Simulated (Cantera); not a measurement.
A closed system holds: 1 mol CH3F, 0.019 mol F2, 4.8 mol H2, held at 13.3 mbar.

These are equilibrium values from Cantera (NASA tables, ideal gas, pure condensed phases), not measurements of a reactor. Candidate condensed phases: C, C6H6, C7H8, C8H18; 95 gas species. Rates play no part.

Over these rows the condensed part is C(graphite). Partial pressures as log10 of bar:

```json
[
 {"T (K)": "1323", "1000/T (1/K)": "0.7559", "log p C2H2 (acetylene)": "-8.03", "log p H2": "-1.95", "log p HF": "-2.69"},
 {"T (K)": "1373", "1000/T (1/K)": "0.7283", "log p C2H2 (acetylene)": "-7.71", "log p H2": "-1.95", "log p HF": "-2.69"},
 {"T (K)": "1423", "1000/T (1/K)": "0.7027", "log p C2H2 (acetylene)": "-7.41", "log p H2": "-1.95", "log p HF": "-2.69"},
 {"T (K)": "1473", "1000/T (1/K)": "0.6789", "log p C2H2 (acetylene)": "-7.13", "log p H2": "-1.95", "log p HF": "-2.69"},
 {"T (K)": "1523", "1000/T (1/K)": "0.6566", "log p C2H2 (acetylene)": "?", "log p H2": "-1.95", "log p HF": "-2.69"},
 {"T (K)": "1573", "1000/T (1/K)": "0.6357", "log p C2H2 (acetylene)": "-6.63", "log p H2": "-1.95", "log p HF": "-2.69"}
]
```

Task: Fit log p(C2H2 (acetylene)) = a + b·(1000/T) to the five rows, give the apparent enthalpy, and predict the row at 1523 K.

Result: Means: 1000/T = 0.7003, log p = -7.382. Sxy = -0.099252, Sxx = 0.0085122, so b = -11.66 and a = -7.382 − (-11.66)×0.7003 = 0.78.
Apparent enthalpy: −19.145 × (-11.66) = 223 kJ/mol. With the condensed phases at unit activity, 2 C(graphite) + H2(g) = C2H2 (acetylene)(g) links this pressure to the main gases: over the six rows their terms move log p by +0.00 in all, so the slope is close to that reaction's ΔH°. The five rows lie within 0.01 of the line.
Prediction at 1523 K: 0.78 + (-11.66)×0.6566 = -6.88. The computed value is -6.87, 0.01 from the line.
